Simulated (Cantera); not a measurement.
An isothermal, constant-pressure homogeneous reactor starts with H2 : O2 : N2 = 1.7 : 1 : 4.1 (molar parts), at 925 K and 1.00 bar.

Detailed kinetics in Cantera: the H2/O2 subset of GRI-Mech 3.0, which has no nitrogen chemistry. Below about 950 K walls govern HO2 and H2O2 in real vessels. The temperature is held fixed by assumption; the heat of reaction is taken as removed at once.

x: mole fraction; the columns are a selection and need not sum to one.

```csv
t (s),x H2,x O2,x H2O2,x OH,x O,x H
0.000200,0.250,0.147,1.39e-11,1.85e-12,7.11e-12,6.20e-11
0.000709,0.250,0.147,2.03e-10,2.13e-12,8.19e-12,7.14e-11
0.00251,0.250,0.147,2.88e-9,3.40e-12,1.29e-11,1.12e-10
0.00892,0.250,0.147,5.36e-8,1.39e-11,5.05e-11,4.40e-10
0.0316,0.250,0.147,6.41e-6,6.70e-10,2.01e-9,1.75e-8
0.112,0.243,0.143,…,…,…,…
0.398,…,…,…,…,…,…
1.41,0.108,0.0776,0.000508,4.34e-8,3.27e-8,2.44e-7
5.00,0.0149,0.0324,7.44e-5,4.38e-8,1.99e-8,6.14e-8
```

Task: Complete the blanks.

Result: 
- 0.112, x H2O2: 0.000737
- 0.112, x OH: 6.56e-8
- 0.112, x O: 1.01e-7
- 0.112, x H: 8.93e-7
- 0.398, x H2: 0.196
- 0.398, x O2: 0.120
- 0.398, x H2O2: 0.000895
- 0.398, x OH: 5.18e-8
- 0.398, x O: 5.78e-8
- 0.398, x H: 4.96e-7
